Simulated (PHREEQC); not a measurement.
Solution A (0.12 mol/kgw H2SO4 and 5e-05 mol/kgw Al(NO3)3) is mixed with solution B (0.0029 mol/kgw Cu(NO3)2, 0.00042 mol/kgw HCl and 5.2e-05 mol/kgw FeCl3) at 5 °C; shares are by mass of water, 1 kg in all. Oxygen alone is held at its pressure in air (log pO2 = -0.68). No CO2 enters from the air. The run lets Al(OH)3(a), Fe(OH)3(a), Cu(OH)2, Brochantite, Antlerite, Atacamite, Cu2(OH)3NO3, Basaluminite, Chalcanthite precipitate or redissolve, and no other solid.

The series has 11 steps of share of solution B, from 0 to 1.

The numbers come from PHREEQC with the ion-association model, wateq4f.dat.

Q: Between which two steps does the pH jump most, and from what to what?

A: Between share of solution B = 0.9 and 1: from 1.76 to 3.37.

Away from 25 °C the constants follow the database's enthalpies or fits; those with neither stay at their 25 °C values.
